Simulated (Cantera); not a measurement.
An isothermal, constant-pressure homogeneous reactor starts with 88.2 % NO, 11.5 % N₂, 0.379 % H₂O, at 1650 K and 1.80 bar.

Cantera simulation using GRI-Mech 3.0 (53 species, 325 reactions); the numbers are that mechanism's predictions, not measurements.

x: mole fraction; the columns are a selection and need not sum to one.

```
t (s)      x NO     x N₂O   x N₂     x O₂      x O     x NO₂
--------  -----  --------  -----  -------  -------  --------
0.000200  0.882   1.46e-5  0.115  2.71e-8  1.91e-7   1.49e-5
0.000522  0.882       [?]  0.115      [?]      [?]       [?]
0.00136   0.881   8.63e-5  0.115  1.77e-6  4.28e-7  0.000112
0.00356   0.881  0.000176  0.115  2.26e-5  8.63e-7  0.000305
0.00928   0.880       [?]  0.115      [?]      [?]       [?]
0.0242    0.878  0.000296  0.116  0.00127  1.82e-6  0.000772
0.0632    0.872  0.000293  0.119  0.00409  2.11e-6  0.000903
0.165     0.857  0.000282  0.126   0.0113  2.69e-6   0.00116
0.431     0.820  0.000258  0.145   0.0293  3.75e-6   0.00157
1.12      0.738  0.000207  0.186   0.0701  5.42e-6   0.00208
2.94      0.584  0.000128  0.263    0.147  7.62e-6   0.00233
7.66      0.374   5.22e-5  0.368    0.252  9.84e-6   0.00195
20.0      0.187   1.31e-5  0.462    0.346  1.15e-5   0.00114
```

Q: What belongs in the gaps?

A: 
- 0.000522, x N₂O: 3.66e-5
- 0.000522, x O₂: 1.80e-7
- 0.000522, x O: 2.55e-7
- 0.000522, x NO₂: 4.03e-5
- 0.00928, x N₂O: 0.000270
- 0.00928, x O₂: 0.000243
- 0.00928, x O: 1.52e-6
- 0.00928, x NO₂: 0.000624
